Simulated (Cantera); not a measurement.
Input (Python, Cantera) and output of one run.

```python
import numpy as np
import cantera as ct

gas_names = """
    Fe FeO Fe(OH)2 H HO2 H2 H2O H2O2 H2S H2SO4 O OH O2 O3 S SH SO SO2 SO3 S2 S2O S8
""".split()
cond_names = """
    Fe(a) Fe(c) Fe(d) Fe(L) FeO(s) FeO(L) Fe(OH)2(s) Fe(OH)3(s) FeS(a) FeS(b) FeS(c) FeS(L) FeSO4(s)
    FeS2(s) Fe2O3(s) Fe2S3O12(s) Fe3O4(s) H2O(s) H2O(L) H2SO4(L) S(cr1) S(cr2) S(L)
""".split()


def load(file, names, dense=False):
    # The tables refer to 1 bar. Condensed volumes are neglected.
    table = {s.name: s for s in ct.Species.list_from_file(file)}
    out = []
    for n in names:
        d = dict(table[n].input_data)
        d["thermo"] = dict(d["thermo"], **{"reference-pressure": 1e5})
        if dense:
            d["equation-of-state"] = {"model": "constant-volume", "density": "1e6 g/cm^3"}
        out.append(ct.Species.from_dict(d))
    return out


gas = ct.Solution(thermo="ideal-gas", species=load("nasa_gas.yaml", gas_names))
cond = {s.name: ct.Solution(thermo="fixed-stoichiometry", species=[s], name=s.name)
        for s in load("nasa_condensed.yaml", cond_names, dense=True)}
atoms = {
    'Fe2O3': {'Fe': 2, 'O': 3},
    'H2S': {'H': 2, 'S': 1},
    'H2O': {'H': 2, 'O': 1},
}
top_T = {'FeSO4(s)': 950, 'FeS2(s)': 1010, 'Fe2O3(s)': 1830, 'Fe2S3O12(s)': 1100, 'Fe3O4(s)': 1870}  # K; cautious upper limits of use, not melting points


def equilibrate(T, P, feed):
    n = {}
    for name, mol in feed.items():
        for a, k in atoms[name].items():
            n[a] = n.get(a, 0.0) + k * mol
    gas.TPX = T, P, n
    mass = sum(n.values()) * gas.mean_molecular_weight
    gas.equilibrate("TP")
    valid = [c for c in cond.values() if c.min_temp <= T <= top_T.get(c.name, c.max_temp)]
    mix = ct.Mixture([(gas, mass / gas.mean_molecular_weight)] + [(c, 0.0) for c in valid])
    mix.T, mix.P = T, P
    mix.equilibrate("TP", solver="vcs", rtol=1e-11, max_steps=5000)
    return mix


results = []
feed = {'Fe2O3': 1, 'H2S': 3.6, 'H2O': 0.9}  # mol
P = 2400  # Pa
for T in [900, 950, 1000, 1050, 1100, 1150, 1200, 1250, 1300, 1350, 1400, 1450, 1500, 1550]:
    mix = equilibrate(T, P, feed)
    results.append((T, P, feed, dict(zip(mix.species_names, mix.species_moles))))

top = {s: max(r[3][s] / sum(r[3][g] for g in gas_names) for r in results) for s in gas_names}
cols = sorted((s for s in top if top[s] > 0.001), key=lambda s: -top[s])[:9]
seen = [c for c in cond_names if any(r[3].get(c, 0) > 1e-12 for r in results)]
print("log10 of partial pressures in bar; condensed amounts in mol")
print(f"{'T/K':>10s}" + "".join(f"{s[:9]:>10s}" for s in cols + seen))
for T, P, feed, n in results:
    ng = sum(n[g] for g in gas_names)
    print(f"{T:10.4g}" + "".join(f"{np.log10(max(n[s] / ng * P / 1e5, 1e-99)):10.3f}" for s in cols)
          + "".join(f"{n.get(c, 0):10.4g}" for c in seen))
```

It prints:

```
log10 of partial pressures in bar; condensed amounts in mol
       T/K       H2O        H2       H2S        S2       SO2        SO        SH    FeS(c)    FeS(L)
       900    -1.749    -3.702    -2.428    -2.761    -3.293    -7.224    -6.751         2         0
       950    -1.749    -3.471    -2.457    -2.731    -3.332    -6.864    -6.392         2         0
      1000    -1.750    -3.271    -2.490    -2.703    -3.353    -6.533    -6.074         2         0
      1050    -1.752    -3.099    -2.529    -2.678    -3.355    -6.226    -5.789         2         0
      1100    -1.756    -2.954    -2.575    -2.655    -3.338    -5.936    -5.536         2         0
      1150    -1.761    -2.831    -2.629    -2.634    -3.304    -5.663    -5.311         2         0
      1200    -1.767    -2.728    -2.688    -2.617    -3.256    -5.405    -5.110         2         0
      1250    -1.775    -2.641    -2.752    -2.605    -3.201    -5.163    -4.931         2         0
      1300    -1.783    -2.567    -2.820    -2.597    -3.141    -4.935    -4.770         2         0
      1350    -1.793    -2.503    -2.889    -2.593    -3.080    -4.723    -4.626         2         0
      1400    -1.803    -2.448    -2.959    -2.593    -3.020    -4.526    -4.495         2         0
      1450    -1.814    -2.399    -3.028    -2.596    -2.963    -4.342    -4.377         2         0
      1500    -1.826    -2.356    -3.098    -2.604    -2.911    -4.172    -4.270         0         2
      1550    -1.838    -2.317    -3.166    -2.614    -2.862    -4.014    -4.173         0         2
```

Method: chemical equilibrium by Gibbs-energy minimisation in Cantera with the NASA 1993 tables (ideal gas, pure condensed phases). FeS: taken at fixed stoichiometry. Gases not in the tables: S3 to S7.
